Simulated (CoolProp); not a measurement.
Vapour-liquid equilibrium of propylene (1) + cyclohexane (2) at 300.6 K; x and y are mole fractions of (1).

The numbers come from the multi-fluid Helmholtz-energy mixture model, Lemmon 2013 and Zhou 2014; pair parameters Bell 2016 in CoolProp.

**Question.** Give the bubble pressure and the first vapour's composition at x = 0.425, 0.65, 0.725. Is there an azeotrope?

**Answer.** x = 0.425: 5.515 bar, y = 0.979; x = 0.65: 7.969 bar, y = 0.989; x = 0.725: 8.791 bar, y = 0.991. No azeotrope shows between x = 0.05 and 0.95.

The pair parameters rest on a limited set of measurements; away from them the model extrapolates. The gap from Raoult's law changes sign with composition, which may be real or a fault of the pair parameters; it wasn't checked against measurements.
